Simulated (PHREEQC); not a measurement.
1 kg of water holding 0.22 mol NaCl, 0.0044 mol NaBr and 0.013 mol MgBr2 is evaporated at 30 °C; the solids stay in contact with the brine. No CO2 enters from the air. Solids allowed: Bischofite, Brucite, Halite, MgCl2_4H2O. Others were left out.

Computed with PHREEQC (Pitzer model, pitzer.dat).

| water left (kg) | ionic strength | water activity | Halite (mol) | Mg in solution (mol/kgw) | Br in solution (mol/kgw) | Na in solution (mol/kgw) |
|---|---|---|---|---|---|---|
| 1 | 0.263 | 0.992 | 0 | 0.0130 | 0.0304 | 0.224 |
| 0.8219 | 0.320 | 0.990 | 0 | 0.0158 | 0.0370 | 0.273 |
| 0.5552 | 0.474 | 0.986 | 0 | 0.0234 | 0.0548 | 0.404 |
| 0.4563 | 0.577 | 0.982 | 0 | 0.0285 | 0.0666 | 0.492 |
| 0.375 | 0.702 | 0.978 | 0 | 0.0347 | 0.0811 | [?] |
| 0.3082 | 0.855 | 0.974 | 0 | 0.0422 | 0.0986 | 0.728 |
| 0.2082 | 1.27 | 0.961 | 0 | 0.0624 | 0.146 | 1.08 |
| 0.1711 | 1.54 | 0.951 | 0 | 0.0760 | 0.178 | 1.31 |
| 0.1407 | 1.87 | 0.940 | 0 | 0.0924 | 0.216 | 1.60 |
| 0.1156 | 2.28 | 0.926 | 0 | 0.112 | 0.263 | [?] |
| 0.07809 | 3.37 | 0.884 | 0 | 0.166 | 0.389 | 2.87 |
| 0.06418 | 4.10 | 0.854 | 0 | 0.203 | 0.474 | 3.50 |
| 0.05275 | 4.99 | [?] | 0 | 0.246 | 0.576 | 4.25 |
| 0.04335 | 6.08 | 0.765 | 0 | 0.300 | 0.701 | 5.18 |
| 0.0293 | 6.87 | 0.729 | 0.0622 | 0.444 | 1.04 | 5.54 |
| 0.02407 | 7.02 | 0.724 | 0.0943 | 0.540 | 1.26 | 5.40 |
| 0.01979 | 7.22 | 0.717 | 0.121 | 0.657 | 1.54 | 5.25 |
| 0.01627 | 7.46 | 0.708 | 0.142 | 0.799 | 1.87 | 5.06 |
| 0.01099 | 8.11 | 0.682 | 0.174 | 1.18 | 2.77 | 4.57 |
| 0.00903 | 8.57 | 0.663 | 0.186 | 1.44 | 3.37 | 4.25 |

### Question
Fill in the missing entries.

### Answer

- 0.375, Na in solution (mol/kgw): 0.598
- 0.1156, Na in solution (mol/kgw): 1.94
- 0.05275, water activity: 0.815
